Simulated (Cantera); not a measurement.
Standard-state values (1 bar) from the NASA 1993 polynomials, evaluated with Cantera. Values are per mole of reaction as written; species without (g) are pure solids or liquids, kept so even where they would boil at 1 bar. TiO: taken at fixed stoichiometry.

2 NO2(g) + 3 TiO = 3 TiO2 + N2O(g)

```tsv
T (K)	ΔH° (kJ)	ΔS° (J/K)	ΔG° (kJ)	log10 K
2200	-1150.3	-195.0	-721.3	17.13
2275	-1147.0	-193.5	-706.7	16.23
2350	[?]	[?]	[?]	[?]
2425	-1140.4	-190.7	-677.9	14.60
2500	[?]	[?]	[?]	[?]
2575	-1133.9	-188.1	-649.5	13.18
2650	-1130.7	-186.9	-635.4	12.52
2725	-1127.5	-185.7	-621.5	11.91
2800	-1124.3	-184.6	-607.6	11.33
```

Q: Fill in the missing entries.

A: 
- 2350, ΔH° (kJ): -1143.7
- 2350, ΔS° (J/K): -192.1
- 2350, ΔG° (kJ): -692.3
- 2350, log10 K: 15.39
- 2500, ΔH° (kJ): -1137.2
- 2500, ΔS° (J/K): -189.4
- 2500, ΔG° (kJ): -663.7
- 2500, log10 K: 13.87
